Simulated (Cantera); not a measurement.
Charge: 1 mol B2H6, 1.3 mol H2O, at 1330 Pa.

Method: chemical equilibrium by Gibbs-energy minimisation in Cantera with the NASA 1993 tables (ideal gas, pure condensed phases). Candidate condensed phases: B, B2O3, B3O3H3, H2O; 23 gas species. The feed counts by its element totals alone. Mutual solubility and eutectic melting of coexisting phases are not modelled. The tables' values for BH2 are old estimates; treat these amounts as uncertain. Equilibrium is a limit: real reactors are often held back by kinetics, nucleation or transport.

x: gas mole fraction; n: condensed amount in mol.

| T (K) | x H2 | x BO | x H | x HBO | x B2O2 | x B2O3 | n B(s) | n B2O3(l) | n B(l) |
|---|---|---|---|---|---|---|---|---|---|
| 1373 | 0.992 | 6.28e-6 | 2.87e-5 | 0.00682 | 0.000510 | 9.39e-5 | 1.12 | 0.418 | 0 |
| 1523 | 0.946 | 0.000200 | 0.000195 | 0.0385 | 0.0110 | 0.00259 | 1.04 | 0.326 | 0 |
| 1673 | 0.821 | 0.00226 | 0.000894 | 0.101 | 0.0605 | 0.0117 | 0.769 | 0 | 0 |
| 1823 | 0.806 | 0.00839 | 0.00337 | 0.116 | 0.0604 | 0.00486 | 0.729 | 0 | 0 |
| 1973 | 0.788 | (withheld) | (withheld) | 0.121 | (withheld) | (withheld) | 0.710 | 0 | 0 |
| 2123 | 0.762 | (withheld) | (withheld) | 0.115 | (withheld) | (withheld) | 0.696 | 0 | 0 |
| 2273 | 0.719 | 0.0941 | 0.0617 | 0.0958 | 0.0243 | 0.000185 | 0.678 | 0 | 0 |
| 2423 | 0.654 | 0.132 | 0.124 | 0.0680 | 0.0115 | 4.05e-5 | 0 | 0 | 0.646 |

Problem. Fill in the missing entries.

Solution. 
- 1973, x BO: 0.0238
- 1973, x H: 0.0104
- 1973, x B2O2: 0.0530
- 1973, x B2O3: 0.00191
- 2123, x BO: 0.0532
- 2123, x H: 0.0271
- 2123, x B2O2: 0.0399
- 2123, x B2O3: 0.000669
